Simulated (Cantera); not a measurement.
An adiabatic, constant-volume homogeneous reactor starts with CO : H₂ : O₂ : N₂ = 1 : 0.17 : 0.713 : 2.68 (molar parts), at 1475 K and 8.19 atm.

Computed with Cantera and GRI-Mech 3.0 (53 species, 325 reactions). The hydrogen kinetics of GRI-Mech 3.0 are dated; newer H2 mechanisms differ, most at raised pressure. Above 3000 K some thermodynamic fits are extrapolated.

x: mole fraction; the columns are a selection and need not sum to one.

```
t (s)     T (K)  P (bar)    x CO     x H₂    x O₂     x NO₂   x H₂O₂    x CO₂    x N₂O
--------  -----  -------  ------  -------  ------  --------  -------  -------  -------
3.00e-6    1495     8.40   0.218   0.0333   0.153  4.40e-11  5.43e-6  0.00161  1.67e-8
8.58e-6    2718     14.3  0.0977  0.00264  0.0699         ?  3.89e-7    0.137  2.98e-6
2.45e-5    3042     15.6  0.0706  0.00178  0.0581         ?  5.59e-7    0.170  4.01e-6
7.02e-5    3032     15.6  0.0699  0.00178  0.0538         ?  5.37e-7    0.170  4.09e-6
0.000201   3021     15.5  0.0696  0.00178  0.0504   2.23e-5  5.15e-7    0.171  4.26e-6
0.000574   3019     15.5  0.0696  0.00178  0.0499   2.34e-5  5.11e-7    0.171  4.29e-6
0.00164    3019     15.5  0.0696  0.00178  0.0499   2.34e-5  5.11e-7    0.171  4.29e-6
0.00470    3019     15.5  0.0696  0.00178  0.0499   2.34e-5  5.11e-7    0.171  4.29e-6
0.0134     3019     15.5  0.0696  0.00178  0.0499   2.34e-5  5.11e-7    0.171  4.29e-6
0.0385     3019     15.5  0.0696  0.00178  0.0499   2.34e-5  5.11e-7    0.171  4.29e-6
0.110      3019     15.5  0.0696  0.00178  0.0499   2.34e-5  5.11e-7    0.171  4.29e-6
0.315      3019     15.5  0.0696  0.00178  0.0499   2.34e-5  5.11e-7    0.171  4.29e-6
0.900      3019     15.5  0.0696  0.00178  0.0499   2.34e-5  5.11e-7    0.171  4.29e-6
```

Problem. What belongs in the gaps?

Solution. 
- 8.58e-6, x NO₂: 8.05e-7
- 2.45e-5, x NO₂: 5.19e-6
- 7.02e-5, x NO₂: 1.48e-5
